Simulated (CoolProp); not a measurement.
C3F8 (R218) at 246.45 K and 1.21 MPa flows at 0.98 m/s in a round tube of 2 mm bore and 15 µm roughness, fully developed (64/Re and Nu = 3.66 if laminar; Colebrook and Gnielinski if turbulent). Each further row changes one setting.

Computed with CoolProp (reference Helmholtz-energy equation of state, Lemmon 2006). It is a short technical equation, of lower accuracy than the large ones.

```csv
case,Reynolds number,Darcy friction factor,pressure drop (Pa/m),heat-transfer coefficient (W/(m² K)),mass flow (kg/h)
as stated,8160,[?],[?],2190,[?]
velocity 1.96 m/s,16300,[?],58200,[?],35.0
diameter 4 mm,16300,[?],[?],2030,[?]
```

### Question
Fill in the missing entries.

### Answer

- as stated, Darcy friction factor: 0.0416
- as stated, pressure drop (Pa/m): 15800
- as stated, mass flow (kg/h): 17.5
- velocity 1.96 m/s, Darcy friction factor: 0.0384
- velocity 1.96 m/s, heat-transfer coefficient (W/(m² K)): 4440
- diameter 4 mm, Darcy friction factor: 0.0335
- diameter 4 mm, pressure drop (Pa/m): 6340
- diameter 4 mm, mass flow (kg/h): 69.9

Viscosity comes from a separate model (Huber 2003), an estimate that may be off by 10 % or more. Thermal conductivity comes from a separate model (Huber 2003), an estimate that may be off by 10 % or more.
